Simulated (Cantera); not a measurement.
What does this Cantera script print?

```python
import numpy as np
import cantera as ct

gas_names = [...]  # 95 gases of nasa_gas.yaml made of C, F, H
cond_names = """
    C(gr) C6H6(L) C7H8(L) C8H18(L),n-octa
""".split()


# ... load() reads the species with a 1 bar reference pressure and builds the phases ...
atoms = {
    'C2F6': {'C': 2, 'F': 6},
    'H2': {'H': 2},
}
top_T = {'C(gr)': 4500}  # K; cautious upper limits of use, not melting points


# ... equilibrate(T, P, feed) seeds the gas with the atoms and calls Mixture.equilibrate('TP', solver="vcs", rtol=1e-11, max_steps=5000) ...
results = []
feed = {'C2F6': 1, 'H2': 0.064}  # mol
T = 723  # K
P = 1000  # Pa
mix = equilibrate(T, P, feed)
results.append((T, P, feed, dict(zip(mix.species_names, mix.species_moles))))
x = sorted(zip(gas.X, gas.species_names), reverse=True)
print(f"T = {T:g} K  P = {P:g} Pa  gas = {mix.phase_moles(0):.4g} mol")
print("   x: " + "  ".join(f"{s} {v:.3e}" for v, s in x if v > 1e-06))
print("   condensed (mol): " + ("  ".join(f"{mix.phase(i).name} {mix.phase_moles(i):.4g}"
      for i in range(1, mix.n_phases) if mix.phase_moles(i) > 1e-12) or "none"))
```

Result:

```
T = 723 K  P = 1000 Pa  gas = 1.596 mol
   x: CF4 9.198e-01  HF 8.020e-02
   condensed (mol): C(gr) 0.532
```

Cantera equilibrium calculation (NASA polynomials, part measured and part estimated; ideal gas, pure solids and liquids). The feed counts by its element totals alone. Condensed phases not in the tables: fluorocarbon polymer. Gases not in the tables: C2F6 and larger saturated fluorocarbons.
